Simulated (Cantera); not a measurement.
**Adiabatic ignition**

An adiabatic, constant-volume homogeneous reactor starts with 12.5 % CO, 4.38 % H2, 0.363 % CH4, 17.4 % O2, 65.4 % N2, equivalence ratio 0.53, at 1498 K and 1.00 bar.

Model: GRI-Mech 3.0 (53 species, 325 reactions), integrated in Cantera.

```csv
t (s),T (K),P (bar),x CO,x H2,x CH4,x NO2,x CO2,x NO
1.00e-6,1498,1.00,0.125,0.0438,0.00363,<1e-12,5.10e-8,<1e-12
3.80e-6,1498,1.000,0.125,0.0438,0.00363,<1e-12,3.32e-7,<1e-12
1.44e-5,1498,1.00,0.125,0.0434,0.00357,<1e-12,6.48e-5,1.28e-11
5.48e-5,2002,1.31,0.0618,0.00466,<1e-12,1.10e-8,0.0694,2.99e-5
0.000208,2576,1.63,0.0369,0.00242,<1e-12,3.72e-7,0.0990,0.000649
0.000790,2706,1.69,0.0281,0.00173,<1e-12,3.32e-6,0.109,0.00528
0.00300,2693,1.68,0.0274,0.00170,<1e-12,9.20e-6,0.110,0.0149
0.0114,2688,1.68,0.0271,0.00169,<1e-12,1.15e-5,0.110,0.0188
0.0433,2688,1.68,0.0271,0.00169,<1e-12,1.15e-5,0.110,0.0188
0.164,2688,1.68,0.0271,0.00169,<1e-12,1.15e-5,0.110,0.0188
0.624,2688,1.68,0.0271,0.00169,<1e-12,1.15e-5,0.110,0.0188
2.37,2688,1.68,0.0271,0.00169,<1e-12,1.15e-5,0.110,0.0188
9.00,2688,1.68,0.0271,0.00169,<1e-12,1.15e-5,0.110,0.0188
```
x: mole fraction; the columns are a selection and need not sum to one.

```yaml
time_of_steepest_temperature_rise: 23.4 µs
temperature at 9.00 s: 2688 K
equilibrium_temperature: 2688 K
x(CO) at 9.00 s: 0.0271 (gas-phase equilibrium 0.0271)
x(H2) at 9.00 s: 0.00169 (gas-phase equilibrium 0.00169)
x(CH4) at 9.00 s: <1e-12 (gas-phase equilibrium <1e-12)
```
